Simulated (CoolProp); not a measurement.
Properties of ammonia along the isobar 6.26 bar (Tc = 405.6 K, pc = 113.6 bar, ω = 0.256).

Values from CoolProp's reference Helmholtz-energy equation of state, Gao 2020.

```tsv
T (K)	phase	density (kg/m³)	cv (kJ/(kg K))	viscosity (µPa s)	Prandtl number
345.7	gas	3.854	1.791	11.8	0.925
359.3	gas	…	1.792	12.3	0.910
372.9	gas	3.538	1.800	12.9	0.898
386.6	gas	3.401	1.813	13.4	0.888
400.2	gas	3.275	1.829	14.0	0.879
413.8	gas	3.159	1.847	14.5	0.871
427.5	gas	3.051	1.868	15.0	0.863
441.1	gas	2.952	…	15.6	0.857
454.7	gas	2.859	1.911	16.1	0.851
468.3	gas	2.772	1.934	…	0.846
482	gas	2.690	…	17.2	0.841
495.6	gas	2.613	1.981	…	…
509.2	gas	2.541	2.004	18.2	…
522.9	gas	2.472	2.028	18.8	0.832
536.5	gas	2.407	2.052	19.3	0.831
```

Question: What belongs in the gaps?

Answer: 
- 359.3, density (kg/m³): 3.689
- 441.1, cv (kJ/(kg K)): 1.889
- 468.3, viscosity (µPa s): 16.6
- 482, cv (kJ/(kg K)): 1.957
- 495.6, viscosity (µPa s): 17.7
- 495.6, Prandtl number: 0.837
- 509.2, Prandtl number: 0.834

Viscosity comes from a separate model (Fenghour 1995). Thermal conductivity comes from a separate model (Tufeu 1984).
